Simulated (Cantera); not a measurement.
A perfectly stirred reactor is fed with NH3 : H2 = 1 : 3.1 (molar parts), at 100000 Pa; it is held at 1925 K, and followed from long to short residence time.

Detailed kinetics in Cantera: the gas-phase N/H chemistry of the illustrative SiF4/NH3 mechanism in the Surface Chemkin manual (1991). Walls and surfaces, which speed up NH3 decomposition in real reactors, are not modelled.

x: mole fraction; the columns are a selection and need not sum to one.

| τ (s) | x NH3 | x H2 | x N2H2 | x N2H4 | x NH2 | x N |
|---|---|---|---|---|---|---|
| 6.2 | 0.0119 | 0.894 | 8.69e-9 | 8.16e-10 | 3.06e-5 | 1.29e-7 |
| 1.8 | 0.0252 | 0.886 | 2.93e-8 | 2.94e-9 | 5.82e-5 | 1.94e-7 |
| 0.53 | 0.0547 | 0.869 | 9.09e-8 | 9.97e-9 | 0.000107 | 2.55e-7 |
| 0.16 | ? | 0.837 | ? | ? | ? | 2.95e-7 |
| 0.046 | ? | 0.797 | ? | ? | ? | 3.10e-7 |
| 0.013 | 0.218 | 0.771 | 5.78e-7 | 7.38e-8 | 0.000291 | 3.09e-7 |
| 0.0039 | 0.236 | 0.761 | 6.08e-7 | 7.88e-8 | 0.000301 | 2.91e-7 |
| 0.0012 | 0.241 | 0.757 | 5.30e-7 | 7.11e-8 | 0.000286 | 2.39e-7 |

Complete the blanks.


- 0.16, x NH3: 0.108
- 0.16, x N2H2: 2.30e-7
- 0.16, x N2H4: 2.74e-8
- 0.16, x NH2: 0.000177
- 0.046, x NH3: 0.174
- 0.046, x N2H2: 4.35e-7
- 0.046, x N2H4: 5.44e-8
- 0.046, x NH2: 0.000250
